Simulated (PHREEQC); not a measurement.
A PHREEQC speciation (ion-association model, phreeqc.dat) at 50 °C gives pH 1.49 and these molalities:

```tsv
species	mol/kgw
H+	0.0388
SiF6-2	0.0193
HF	0.0130
H4SiO4	0.00173
F-	0.000212
HF2-	1.20e-5
```

Task: What are the element totals, and what could have been dissolved in 1 kg of water to give them?

Result: This is not unique; one that fits is totals F 0.129, Si 0.0210 mol/kgw, from 0.0029 mol HF and 0.021 mol H2SiF6 per kg of water.

No solid was allowed to form. The solution is supersaturated, for example in Quartz (slow to form), Chalcedony (slow to form), so a real one may precipitate; this is no full list. Away from 25 °C the constants follow the database's enthalpies or fits; those with neither stay at their 25 °C values. SiF6-2 is the database's only silicon fluoride.
